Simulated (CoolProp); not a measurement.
A single-stage vapour-compression cycle with R124: evaporating at 321.15 K (dew point), condensing at 365.15 K (bubble point), superheat 10 K, subcooling 0 K, compressor efficiency 0.6, no pressure losses. Each further row changes one setting.

Computed with CoolProp (reference Helmholtz-energy equation of state, de Vries 1995).

```tsv
case	cooling COP	pressure ratio	discharge temperature (K)	refrigerating effect (kJ/kg)	volumetric capacity (kJ/m³)
as stated	3.00	2.75	381.4	83.9	3600
evaporating temperature 326.15 K	3.55	2.42	380.6	86.6	4230
condensing temperature 360.15 K	3.60	2.48	376.0	91.0	3900
subcooling 5 K	3.26	2.75	381.4	91.2	…
superheat 20 K	3.12	2.75	…	…	3780
compressor efficiency 0.5	2.50	2.75	386.6	83.9	3600
```

Task: Some entries are withheld; supply them.

Result: 
- subcooling 5 K, volumetric capacity (kJ/m³): 3910
- superheat 20 K, discharge temperature (K): 391.2
- superheat 20 K, refrigerating effect (kJ/kg): 92.7
